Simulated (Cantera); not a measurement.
Input (Python, Cantera):

```python
import numpy as np
import cantera as ct

gas = ct.Solution("gri30.yaml")
gas.TPX = 1400, 13332, {'CH4': 0.026, 'H2': 1, 'H': 0.053}
reactor = ct.IdealGasConstPressureReactor(gas, energy="off", clone=False)
net = ct.ReactorNet([reactor])
net.rtol, net.atol = 1e-08, 1e-18
show = ['CH4', 'H2', 'H', 'C2H', 'CH2', 'C2H4']
times = np.geomspace(8e-05, 1, 11)

steps = ct.SolutionArray(gas, extra=["t"])
rows = []
print(f"{'t/s':>10s}{'T/K':>9s}{'P/Pa':>11s}" + "".join(f"{s:>11s}" for s in show))
for t in times:
    while net.time < t:
        t_next = net.step()
        steps.append(gas.state, t=t_next)
    rows.append([np.interp(t, steps.t, y) for y in (steps.T, steps.P, *steps(*show).X.T)])
    print(f"{t:10.3e}{rows[-1][0]:9.1f}{rows[-1][1]:11.4g}" + "".join(f"{x:11.3e}" for x in rows[-1][2:]))
rate = np.gradient(steps.T, steps.t)
print("integrator steps:", len(steps.t))
if steps.T.max() > steps.T[0] + 200:
    print(f"time of steepest temperature rise: {steps.t[rate.argmax()]:.4e} s")
gas.TPX = 1400, 13332, {'CH4': 0.026, 'H2': 1, 'H': 0.053}
gas.equilibrate("TP")
print(f"equilibrium (TP): T = {gas.T:.1f} K  " + "  ".join(f"{s} {gas[s].X[0]:.3e}" for s in show))
```

It prints:

```
       t/s      T/K       P/Pa        CH4         H2          H        C2H        CH2       C2H4
 8.000e-05   1400.0  1.333e+04  2.020e-02  9.691e-01  7.111e-03  2.462e-09  4.622e-06  1.974e-04
 2.055e-04   1400.0  1.333e+04  2.187e-02  9.736e-01  2.554e-03  1.071e-09  1.215e-06  2.514e-04
 5.278e-04   1400.0  1.333e+04  2.257e-02  9.752e-01  9.422e-04  4.481e-10  2.359e-07  2.855e-04
 1.356e-03   1400.0  1.333e+04  2.279e-02  9.758e-01  3.581e-04  1.875e-10  3.986e-08  2.986e-04
 3.482e-03   1400.0  1.333e+04  2.285e-02  9.761e-01  1.390e-04  7.877e-11  6.405e-09  2.911e-04
 8.944e-03   1400.0  1.333e+04  2.287e-02  9.762e-01  5.548e-05  3.361e-11  1.048e-09  2.692e-04
 2.297e-02   1400.0  1.333e+04  2.288e-02  9.762e-01  2.421e-05  1.554e-11  2.016e-10  2.398e-04
 5.901e-02   1400.0  1.333e+04  2.288e-02  9.762e-01  1.415e-05  9.637e-12  6.912e-11  2.035e-04
 1.516e-01   1400.0  1.333e+04  2.287e-02  9.762e-01  1.254e-05  9.190e-12  5.430e-11  1.542e-04
 3.893e-01   1400.0  1.333e+04  2.285e-02  9.762e-01  1.242e-05  9.775e-12  5.318e-11  1.069e-04
 1.000e+00   1400.0  1.333e+04  2.281e-02  9.762e-01  1.239e-05  1.016e-11  5.287e-11  9.461e-05
integrator steps: 1254
equilibrium (TP): T = 1400.0 K  CH4 1.836e-02  H2 9.785e-01  H 1.327e-05  C2H 3.670e-11  CH2 4.870e-11  C2H4 3.003e-04
```

Cantera simulation using GRI-Mech 3.0 (53 species, 325 reactions); the numbers are that mechanism's predictions, not measurements. GRI-Mech 3.0 stops at C3 and has no aromatics, soot or wall deposition, so with more carbon than oxygen in the feed, carbon stays in small species such as C2H2 where larger ones or solid carbon would form.
